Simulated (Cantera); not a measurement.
Cantera run:

```python
import numpy as np
import cantera as ct

gas_names = """
    Br Br2 H HBr H2 N NH NH2 NH3 N2 N2H2 N2H4 Si SiBr SiBr2 SiBr3 SiBr4 SiH SiHBr3 SiH2 SiH2Br2 SiH3
    SiH3Br SiH4 SiN Si2 Si2N Si3
""".split()
cond_names = """
    Br2(cr) Br2(L) Si(cr) Si(L) Si3N4(a)
""".split()


# ... load() reads the species with a 1 bar reference pressure and builds the phases ...
atoms = {
    'Si': {'Si': 1},
    'HBr': {'H': 1, 'Br': 1},
    'N2': {'N': 2},
}
top_T = {'Si3N4(a)': 2400}  # K; cautious upper limits of use, not melting points


# ... equilibrate(T, P, feed) seeds the gas with the atoms and calls Mixture.equilibrate('TP', solver="vcs", rtol=1e-11, max_steps=5000) ...
results = []
T = 1248  # K
P = 1900  # Pa
for m in [0.1, 0.18, 0.32, 0.57, 1, 1.8, 3.2, 5.6, 9.9]:
    feed = {'Si': 1, 'HBr': 8.9, 'N2': m}  # mol
    mix = equilibrate(T, P, feed)
    results.append((T, P, feed, dict(zip(mix.species_names, mix.species_moles))))
    x = sorted(zip(gas.X, gas.species_names), reverse=True)
    print(f"T = {T:g} K  P = {P:g} Pa  n(N2) = {m:g} mol  gas = {mix.phase_moles(0):.4g} mol")
    print("   x: " + "  ".join(f"{s} {v:.3e}" for v, s in x if v > 1e-06))
    print("   condensed (mol): " + ("  ".join(f"{mix.phase(i).name} {mix.phase_moles(i):.4g}"
          for i in range(1, mix.n_phases) if mix.phase_moles(i) > 1e-12) or "none"))
```

Output:

```
T = 1248 K  P = 1900 Pa  n(N2) = 0.1 mol  gas = 8.084 mol
   x: HBr 6.250e-01  H2 2.375e-01  SiBr4 1.111e-01  N2 1.237e-02  SiBr2 7.687e-03  SiBr3 4.005e-03  Br 1.371e-03  SiHBr3 9.004e-04  Br2 9.880e-06  SiH2Br2 3.480e-06  H 1.651e-06
   condensed (mol): none
T = 1248 K  P = 1900 Pa  n(N2) = 0.18 mol  gas = 8.164 mol
   x: HBr 6.190e-01  H2 2.351e-01  SiBr4 1.099e-01  N2 2.205e-02  SiBr2 7.676e-03  SiBr3 3.981e-03  Br 1.365e-03  SiHBr3 8.905e-04  Br2 9.790e-06  SiH2Br2 3.440e-06  H 1.643e-06
   condensed (mol): none
T = 1248 K  P = 1900 Pa  n(N2) = 0.32 mol  gas = 8.306 mol
   x: HBr 6.087e-01  H2 2.310e-01  SiBr4 1.079e-01  N2 3.853e-02  SiBr2 7.657e-03  SiBr3 3.939e-03  Br 1.354e-03  SiHBr3 8.735e-04  Br2 9.636e-06  SiH2Br2 3.371e-06  H 1.628e-06
   condensed (mol): none
T = 1248 K  P = 1900 Pa  n(N2) = 0.57 mol  gas = 8.563 mol
   x: HBr 6.094e-01  H2 2.146e-01  SiBr4 1.006e-01  N2 6.305e-02  SiBr2 6.615e-03  SiBr3 3.535e-03  Br 1.406e-03  SiHBr3 7.555e-04  Br2 1.040e-05  SiH2Br2 2.706e-06  H 1.569e-06
   condensed (mol): Si3N4(a) 0.01505
T = 1248 K  P = 1900 Pa  n(N2) = 1 mol  gas = 9.005 mol
   x: HBr 6.061e-01  H2 1.908e-01  N2 1.028e-01  SiBr4 8.983e-02  SiBr2 5.310e-03  SiBr3 2.993e-03  Br 1.483e-03  SiHBr3 6.032e-04  Br2 1.156e-05  SiH2Br2 1.931e-06  H 1.480e-06
   condensed (mol): Si3N4(a) 0.03696
T = 1248 K  P = 1900 Pa  n(N2) = 1.8 mol  gas = 9.821 mol
   x: HBr 5.827e-01  N2 1.709e-01  H2 1.616e-01  SiBr4 7.627e-02  SiBr2 4.131e-03  SiBr3 2.432e-03  Br 1.550e-03  SiHBr3 4.511e-04  Br2 1.262e-05  H 1.362e-06  SiH2Br2 1.272e-06
   condensed (mol): Si3N4(a) 0.06068
T = 1248 K  P = 1900 Pa  n(N2) = 3.2 mol  gas = 11.24 mol
   x: HBr 5.326e-01  N2 2.698e-01  H2 1.295e-01  SiBr4 6.116e-02  SiBr2 3.177e-03  SiBr3 1.910e-03  Br 1.582e-03  SiHBr3 3.171e-04  Br2 1.316e-05  H 1.219e-06
   condensed (mol): Si3N4(a) 0.08397
T = 1248 K  P = 1900 Pa  n(N2) = 5.6 mol  gas = 13.66 mol
   x: HBr 4.571e-01  N2 3.944e-01  H2 9.713e-02  SiBr4 4.577e-02  SiBr2 2.422e-03  Br 1.568e-03  SiBr3 1.443e-03  SiHBr3 2.074e-04  Br2 1.292e-05  H 1.056e-06
   condensed (mol): Si3N4(a) 0.1064
T = 1248 K  P = 1900 Pa  n(N2) = 9.9 mol  gas = 17.98 mol
   x: N2 5.362e-01  HBr 3.617e-01  H2 6.654e-02  SiBr4 3.116e-02  SiBr2 1.804e-03  Br 1.499e-03  SiBr3 1.027e-03  SiHBr3 1.222e-04  Br2 1.181e-05
   condensed (mol): Si3N4(a) 0.1289
```

Cantera equilibrium calculation (NASA polynomials, part measured and part estimated; ideal gas, pure solids and liquids). N2 is the only nitrogen source here; it is nearly inert below about 1500 K, so the nitride shown seldom forms there in practice. The tables' values for SiBr3 are old estimates; treat these amounts as uncertain.
